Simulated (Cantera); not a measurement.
Cantera run:

```python
import numpy as np
import cantera as ct

gas_names = """
    B BF BF2 BF3 BO BOF BOF2 BO2 B2 B2O B2O2 B2O3 B3O3F3 F FO FO2 F2 F2O O O2 O3
""".split()
cond_names = """
    B(b) B(L) B2O3(L)
""".split()


# ... load() reads the species with a 1 bar reference pressure and builds the phases ...
atoms = {
    'BF3': {'B': 1, 'F': 3},
    'O2': {'O': 2},
}
top_T = {}  # K; cautious upper limits of use, not melting points


# ... equilibrate(T, P, feed) seeds the gas with the atoms and calls Mixture.equilibrate('TP', solver="vcs", rtol=1e-11, max_steps=5000) ...
results = []
feed = {'BF3': 1, 'O2': 5.5}  # mol
T = 1900  # K
P = 1000  # Pa
mix = equilibrate(T, P, feed)
results.append((T, P, feed, dict(zip(mix.species_names, mix.species_moles))))
print(gas.report(threshold=1e-05))
for i in range(1, mix.n_phases):
    print(f"{mix.phase(i).name:16s} {mix.phase_moles(i):12.5e} mol")
```

It prints:

```
       temperature   1900 K
          pressure   1000 Pa
           density   0.0023566 kg/m^3
  mean mol. weight   37.228 kg/kmol
   phase of matter   gas

                          1 kg             1 kmol
                     ---------------   ---------------
          enthalpy        -2.829e+06       -1.0532e+08  J
   internal energy       -3.2533e+06       -1.2111e+08  J
           entropy            8758.6        3.2606e+05  J/K
    Gibbs function        -1.947e+07       -7.2483e+08  J
 heat capacity c_p              1181             43965  J/K
 heat capacity c_v            957.63             35650  J/K

                      mass frac. Y      mole frac. X     chem. pot. / RT
                     ---------------   ---------------   ---------------
               BF3           0.27067           0.14861           -116.96
               BOF         0.0049569         0.0040285           -81.352
              BOF2        0.00011319        6.5024e-05            -107.5
                 F          0.004146         0.0081242           -26.145
                 O         0.0011726         0.0027284           -16.683
                O2           0.71894           0.83645           -33.367
     [  +15 minor]        3.0395e-06        2.4433e-06

B(b)              0.00000e+00 mol
B2O3(L)           0.00000e+00 mol
```

Method: chemical equilibrium by Gibbs-energy minimisation in Cantera with the NASA 1993 tables (ideal gas, pure condensed phases).
